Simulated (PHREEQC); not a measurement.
Model water analysis in mg/L, 20 °C, pH 6.85, pe 1.2:

```csv
constituent,mg/L
Na,7090
K,3280
Ca,3220
Mg,1810
Cl,21600
S(6) as SO4,4470
Alkalinity as HCO3,28.6
Mn(2),89.4
```

Valence states are taken as typed.

Model: ion-association model, phreeqc.dat, run in PHREEQC.

No solid was allowed to form.

Order these Mn species by the share of Mn that they hold, largest first: MnCl+, Mn+2, MnCl3-, MnSO4, MnCl2.

Mn+2 (59 %), MnCl+ (31 %), MnSO4 (5.8 %), MnCl2 (2.9 %), MnCl3- (0.59 %)

The pH is 6.85 and the ionic strength 0.848 mol/kgw. Examples of supersaturated solids here: Rhodochrosite, Gypsum. Others may be too. The ionic strength is past about 0.7 mol/kgw, beyond the range of this activity model, so the values are rough.
